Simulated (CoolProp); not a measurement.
A single-stage vapour-compression cycle with C3F8 (R218): evaporating at 285.15 K (dew point), condensing at 309.15 K (bubble point), superheat 5 K, subcooling 5 K, compressor efficiency 0.65, no pressure losses. Each further row changes one setting.

Model: reference Helmholtz-energy equation of state, Lemmon 2006, in CoolProp. It is a short technical equation, of lower accuracy than the large ones.

| case | cooling COP | pressure ratio | discharge temperature (K) | refrigerating effect (kJ/kg) | volumetric capacity (kJ/m³) |
|---|---|---|---|---|---|
| as stated | … | 1.92 | 311.1 | 66.3 | 3720 |
| evaporating temperature 290.15 K | 8.64 | 1.66 | 311.8 | 69.2 | … |
| condensing temperature 304.15 K | 8.62 | 1.69 | … | 72.2 | 4050 |
| subcooling 10 K | 7.02 | 1.92 | 311.1 | 72.2 | 4050 |
| superheat 15 K | … | 1.92 | … | 75.1 | … |
| compressor efficiency 0.55 | 5.45 | 1.92 | … | 66.3 | 3720 |

Q: What belongs in the gaps?

A: 
- as stated, cooling COP: 6.45
- evaporating temperature 290.15 K, volumetric capacity (kJ/m³): 4510
- condensing temperature 304.15 K, discharge temperature (K): 306.7
- superheat 15 K, cooling COP: 6.78
- superheat 15 K, discharge temperature (K): 320.6
- superheat 15 K, volumetric capacity (kJ/m³): 3960
- compressor efficiency 0.55, discharge temperature (K): 312.9
